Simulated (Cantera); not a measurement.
Input: 1 mol SiH2Cl2, 0.088 mol Cl2, 5.3 mol N2, at 0.500 bar.

These are equilibrium values from Cantera (NASA tables, ideal gas, pure condensed phases), not measurements of a reactor. Candidate condensed phases: NH4Cl, Si, Si3N4; 28 gas species. The tables' values for SiCl3 are old estimates; treat these amounts as uncertain. Equilibrium is a limit: real reactors are often held back by kinetics, nucleation or transport.

Problem. At 1227 °C, list the 4 most abundant gas species with their mole fractions, and the condensed phases.

Solution. N2 0.720, HCl 0.183, H2 0.0576, SiCl4 0.0277. Condensed: Si3N4(s).
